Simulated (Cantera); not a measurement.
A closed system holds: 1 mol SiC, 0.019 mol N2O, 570 mol H2, 0.33 mol CO2, held at 1 atm.

Equilibrium computed with Cantera from the NASA thermochemical tables; the gas is ideal and each condensed phase is pure. Candidate condensed phases: C, C6H6, C7H8, C8H18, H2O, Si, SiC, SiO2, Si2N2O, Si3N4; 151 gas species. Gases not in the tables: Si2H6 and higher silanes. Rates play no part. All values below are at 1875 K.

Base state: H2 0.998, CO 0.000843, H 0.000651, SiO 0.000345, CH4 7.91e-5, N2 3.00e-5, SiH2 1.28e-5 (mole fractions); condensed: SiC(s).

**Question.** What changes in the equilibrium state with this change: pressure from 1 atm to 0.100 bar?

**Answer.** 
```json
[
 {"species": "H2", "before": "0.998", "after": "0.997"},
 {"species": "H", "before": "0.000651", "after": "0.00207"},
 {"species": "CO", "before": "0.000843", "after": "0.000888"},
 {"species": "CH4", "before": "7.91e-5", "after": "8.56e-6"},
 {"species": "SiO", "before": "0.000345", "after": "0.000300"},
 {"species": "Si", "before": "2.32e-6", "after": "2.13e-5"},
 {"species": "SiH2", "before": "1.28e-5", "after": "1.17e-5"},
 {"species": "N2", "before": "3.00e-5", "after": "2.97e-5"},
 {"species": "SiC(s), mol", "before": "0.793", "after": "0.806"}
]
```
